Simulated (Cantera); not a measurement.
A perfectly stirred reactor is fed with CH₄ : C₂H₆ : C₃H₈ : O₂ : N₂ = 1 : 0.04 : 0.43 : 3.3 : 12.4 (molar parts), at 1.00 atm; it is adiabatic with a 600 K inlet, and is followed from long to short residence time, starting on the burning branch (τ in s: 0.11, 0.05, 0.023, 0.01, 0.0047, 0.0021, 0.00097, 0.00044, 0.0002, 9.1e-05, 4.2e-05, 1.9e-05).

Cantera simulation using GRI-Mech 3.0 (53 species, 325 reactions); the numbers are that mechanism's predictions, not measurements. GRI-Mech 3.0 was tuned for natural gas; its chemistry of propane as a main component is partial and can be far from experiment.

Problem. What does this change do: pressure from 1.00 atm to 12.8 atm?

Solution. 
```
quantity                                                                      before                               after
------------------------------------------------  ----------------------------------  ----------------------------------
blow-out, bracketed by the residence times tried  burning at 91.0 µs, out at 42.0 µs  burning at 42.0 µs, out at 19.0 µs
x(CH₄) at τ = 0.110 s                                                        5.20e-6                             9.16e-6
x(C₂H₆) at τ = 0.110 s                                                       7.73e-9                             2.06e-9
x(C₃H₈) at τ = 0.110 s                                                       7.18e-8                             1.70e-8
x(CH₂) at τ = 0.110 s                                                        3.08e-7                             5.22e-8
x(O) at τ = 0.110 s                                                          8.90e-5                             4.85e-6
x(CH₄) at τ = 0.970 ms                                                       8.11e-5                            0.000238
x(C₂H₆) at τ = 0.970 ms                                                      5.38e-7                             2.50e-7
x(C₃H₈) at τ = 0.970 ms                                                      3.93e-6                             1.43e-6
x(CH₂) at τ = 0.970 ms                                                       8.27e-6                             3.90e-6
x(O) at τ = 0.970 ms                                                        0.000866                             2.22e-5
```
The pressure lies above the range GRI-Mech 3.0 was tuned for (to about 10 atm).
